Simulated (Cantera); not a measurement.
## Thermodynamics of halide evaporation, hydrolysis and transport, feed FeCl₂ + HCl + N₂

Charge: 1 mol FeCl₂, 2.6 mol HCl, 290 mol N₂, at 1498.15 K.

These are equilibrium values from Cantera (NASA tables, ideal gas, pure condensed phases), not measurements of a reactor. Candidate condensed phases: Fe, FeCl₂, FeCl₃, NH₄Cl; 18 gas species. The numbers say what is thermodynamically allowed, not how fast it happens.

| P (Pa) | x N₂ | x HCl | x Cl | x FeCl₂ | x Fe | x H₂ | x H |
|---|---|---|---|---|---|---|---|
| 0.100 | 0.983 | 0.00762 | 0.00515 | 0.00141 | 0.00198 | 0.000421 | 0.000353 |
| 0.720 | 0.986 | 0.00788 | 0.00200 | 0.00288 | 0.000517 | 0.000416 | 0.000131 |
| 5.20 | 0.987 | 0.00813 | 0.000850 | 0.00334 | 6.36e-5 | 0.000339 | 4.40e-5 |
| 37 | 0.988 | 0.00844 | 0.000428 | 0.00340 | 5.04e-6 | 0.000203 | 1.27e-5 |
| 270 | 0.988 | 0.00863 | 0.000221 | 0.00341 | 3.54e-7 | 0.000109 | 3.45e-6 |
| 1900 | 0.988 | 0.00874 | 0.000116 | 0.00341 | 2.61e-8 | 5.77e-5 | 9.49e-7 |
| 14000 | 0.988 | 0.00879 | 5.92e-5 | 0.00340 | 1.84e-9 | 3.04e-5 | 2.54e-7 |
| 100000 | 0.988 | 0.00882 | 2.91e-5 | 0.00340 | 1.49e-10 | 1.77e-5 | 7.24e-8 |
x: gas mole fraction; nothing condenses.

From 0.100 Pa to 1.00 bar nothing is condensed. The main Fe-bearing gas is Fe at 0.100 Pa and FeCl₂ at 1.00 bar.
